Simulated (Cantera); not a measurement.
An isothermal, constant-pressure homogeneous reactor starts with CH4 : N2 = 1 : 5.5 (molar parts), at 1475 K and 26000 Pa. Integrator tolerance rtol = 1e-08.

Model: GRI-Mech 3.0 (53 species, 325 reactions), integrated in Cantera. GRI-Mech 3.0 stops at C3 and has no aromatics, soot or wall deposition, so with more carbon than oxygen in the feed, carbon stays in small species such as C2H2 where larger ones or solid carbon would form.

```csv
quantity,before,after
x(CH4) at 7.00 s,0.0405 (gas-phase equilibrium 0.00425),0.0786 (gas-phase equilibrium 0.0192)
x(C2H6) at 7.00 s,1.06e-5 (gas-phase equilibrium 2.86e-7),1.92e-5 (gas-phase equilibrium 2.99e-6)
x(H) at 7.00 s,6.72e-6 (gas-phase equilibrium 1.13e-5),1.02e-5 (gas-phase equilibrium 1.58e-5)
x(CH2) at 7.00 s,1.35e-9 (gas-phase equilibrium 2.33e-10),1.32e-9 (gas-phase equilibrium 5.37e-10)
x(H2) at 7.00 s,0.147 (gas-phase equilibrium 0.194),0.315 (gas-phase equilibrium 0.381)
x(C2H4) at 7.00 s,0.000779 (gas-phase equilibrium 0.000541),0.00326 (gas-phase equilibrium 0.00288)
x(C2H) at 7.00 s,3.56e-9 (gas-phase equilibrium 2.76e-9),5.38e-9 (gas-phase equilibrium 5.35e-9)
```

What was changed between the two runs?
A. pressure from 26000 Pa to 8200 Pa
B. N2 5.5 to 28 parts
C. CH4 1 to 0.4 parts
D. CH4 1 to 3.2 parts

D, CH4 1 to 3.2 parts
